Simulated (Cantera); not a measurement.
A closed system holds: 1 mol Fe₂O₃, 1.3 mol CH₄, 0.41 mol N₂, equilibrated at 17.3 Torr.

Cantera equilibrium calculation (NASA polynomials, part measured and part estimated; ideal gas, pure solids and liquids). Candidate condensed phases: C, C₆H₆, C₇H₈, C₈H₁₈, Fe, Fe(CO)₅, FeO, Fe(OH)₂, Fe(OH)₃, Fe₂O₃, Fe₃O₄, H₂O; 140 gas species. Each liquid is taken as pure. Mutual solubility and eutectic melting of coexisting phases are not modelled. The tables' stoichiometric FeO is somewhat more stable than real wüstite, so its field is too wide. FeO: taken at fixed stoichiometry. The numbers say what is thermodynamically allowed, not how fast it happens.

Question: Which condensed phases are stable at each of these points (T (K)): 1275, 1375, 1475, 1575, 1675, 1775, 1875, 1975, 2075, 2175, 2275, 2375?

Answer: 
| T (K) | condensed phases | Fe condensed (%) |
|---|---|---|
| 1275 | Fe(γ) + FeO(s) | 100.0 |
| 1375 | Fe(γ) + FeO(s) | 100.0 |
| 1475 | Fe(γ) + FeO(s) | 100.0 |
| 1575 | Fe(γ) + FeO(s) | 100.0 |
| 1675 | Fe(δ) + FeO(l) | 100.0 |
| 1775 | Fe(δ) + FeO(l) | 99.8 |
| 1875 | Fe(l) + FeO(l) | 99.2 |
| 1975 | Fe(l) + FeO(l) | 97.4 |
| 2075 | Fe(l) + FeO(l) | 91.9 |
| 2175 | Fe(l) + FeO(l) | 76.5 |
| 2275 | FeO(l) | 35.3 |
| 2375 | FeO(l) | 10.4 |

From 1275 K to 1575 K the condensed part is Fe(γ) + FeO(s). From 1675 K to 1775 K the condensed part is Fe(δ) + FeO(l). From 1875 K to 2175 K the condensed part is Fe(l) + FeO(l). From 2275 K to 2375 K the condensed part is FeO(l).
